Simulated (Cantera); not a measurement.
A perfectly stirred reactor is fed with CH₄ : H₂ : O₂ : N₂ = 1 : 0.84 : 1.73 : 6.5 (molar parts), equivalence ratio 1.4, at 760 Torr; it is adiabatic with a 575 K inlet, and is followed from long to short residence time, starting on the burning branch (τ in s: 0.3, 0.097, 0.031, 0.01, 0.0032, 0.001, 0.00033, 0.00011, 3.4e-05).

Model: GRI-Mech 3.0 (53 species, 325 reactions), integrated in Cantera.

One state of this run: T (K) = 2138; x CH₄ = 0.000156; x H₂ = 0.0691; x O₂ = 0.00146; x CO₂ = 0.0334; x C₂H₂ = 6.40e-6; x CO = 0.0621; x N₂O = 3.46e-8. x: mole fraction; the columns are a selection and need not sum to one.

Q: Which value of τ (s) does it belong to?
A) 3.4e-5
B) 0.30
C) 0.00011
D) 0.0010

A: D, 0.0010
